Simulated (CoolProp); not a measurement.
A simple Rankine cycle with vinyl chloride: condensing at 293.15 K, boiler at 2.07 MPa, turbine inlet 369.4 K, turbine efficiency 0.8, pump efficiency 0.6, no recuperator. Each further row changes one setting.

Values from CoolProp's reference Helmholtz-energy equation of state, Thol 2022.

| case | thermal efficiency (%) | net work (kJ/kg) | heat in (kJ/kg) | turbine exit temperature (K) | volume ratio over the turbine |
|---|---|---|---|---|---|
| as stated | 13.4 | 48.8 | 364 | 293.1 | 5.73 |
| turbine inlet 389.4 K | 13.7 | 53.6 | 390 | 303.9 | 5.53 |
| condensing temperature 285.15 K | 14.8 | 55.6 | 376 | 285.1 | 7.25 |
| boiler pressure 1.45 MPa | 11.4 | 43.4 | 379 | 303.2 | 3.89 |
| turbine efficiency 0.7 | 11.6 | 42.3 | 364 | 293.1 | 5.85 |

The expansion ends wet for: as stated; condensing temperature 285.15 K; turbine efficiency 0.7.
